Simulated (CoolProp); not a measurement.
n-decane along the isotherm 620 K: Z from the reference equation and from simpler models built on Tc = 617.7 K, pc = 2.101 MPa, ω = 0.488; each cubic takes its own stable root.

Computed with CoolProp (reference Helmholtz-energy equation of state, Lemmon 2006). It is a short technical equation, of lower accuracy than the large ones.

```tsv
p (MPa)	phase	reference
0.0332	gas	0.9944
0.0488	gas	0.9918
0.0716	gas	0.9879
0.105	gas	0.9823
0.154	gas	0.9738
0.226	gas	0.9612
0.332	gas	0.9423
0.488	gas	0.9134
0.716	gas	0.8685
1.05	gas	0.7958
1.54	gas	0.6647
2.26	supercritical	0.1982
3.32	supercritical	0.2342
4.88	supercritical	0.3168
7.16	supercritical	0.4368
10.5	supercritical	0.6068
```

Question: How far does each simpler model (van der Waals, Redlich-Kwong, Soave-Redlich-Kwong, Peng-Robinson) lie from the reference over these 16 states: mean and median of the absolute difference, and the worst?

Answer: 
- van der Waals: mean 17.5 %, median 2.0 %, worst +54.8 % at 620 K and 2.26 MPa
- Redlich-Kwong: mean 8.1 %, median 0.6 %, worst +34.9 % at 620 K and 2.26 MPa
- Soave-Redlich-Kwong: mean 8.4 %, median 0.6 %, worst +38.2 % at 620 K and 2.26 MPa
- Peng-Robinson: mean 4.3 %, median 0.4 %, worst +26.4 % at 620 K and 2.26 MPa
